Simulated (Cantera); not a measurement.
# Moist CO burnout

An isothermal, constant-pressure homogeneous reactor starts with 0.600 % CO, 0.416 % O₂, 2.23 % H₂O, 96.8 % N₂, equivalence ratio 0.72, at 1048 K and 51000 Pa.

Model: GRI-Mech 3.0 (53 species, 325 reactions), integrated in Cantera.

```tsv
t (s)	x CO	x O₂	x H₂O	x NO	x NO₂	x H
1.00e-5	0.00600	0.00416	0.0223	<1e-12	<1e-12	<1e-12
4.60e-5	0.00600	0.00416	0.0223	<1e-12	<1e-12	<1e-12
0.000211	0.00600	0.00416	0.0223	<1e-12	<1e-12	<1e-12
0.000972	0.00600	0.00416	0.0223	<1e-12	<1e-12	1.10e-11
0.00447	0.00600	0.00416	0.0223	<1e-12	<1e-12	3.10e-10
0.0206	0.00595	0.00414	0.0222	1.20e-11	<1e-12	7.19e-6
0.0946	0.000451	0.00144	0.0222	4.73e-8	2.76e-11	2.22e-5
0.435	1.75e-5	0.00117	0.0223	4.85e-8	4.44e-10	2.39e-7
2.00	6.85e-7	0.00116	0.0223	4.80e-8	1.04e-9	2.64e-9
```
x: mole fraction; the columns are a selection and need not sum to one.

Equilibrium at this temperature and pressure: CO 7.18e-11, O₂ 0.00116, H₂O 0.0223, NO 4.30e-6, NO₂ 8.90e-9, H <1e-12 (gas phase only).
